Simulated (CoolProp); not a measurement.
50 sccm (0 °C, 1 atm) of nitrogen bubbles through liquid octamethylcyclotetrasiloxane (D4) at 356.2 K and leaves saturated at a total pressure of 0.112 MPa (ideal gas phase). Each further row changes one setting.

Values from CoolProp's reference Helmholtz-energy equation of state, Thol 2015.

| case | vapour pressure (kPa) | mole fraction of vapour | delivery (mg/min) | delivery (sccm) | change of delivery for a bath 1 K warmer (%) |
|---|---|---|---|---|---|
| as stated | 4.16 | 0.0371 | 25.5 | 1.93 | 4.9 |
| bath temperature 361.2 K | 5.23 | 0.0467 | 32.4 | 2.45 | 4.8 |
| total pressure 0.224 MPa | 4.16 | 0.0186 | 12.5 | 0.946 | 4.8 |
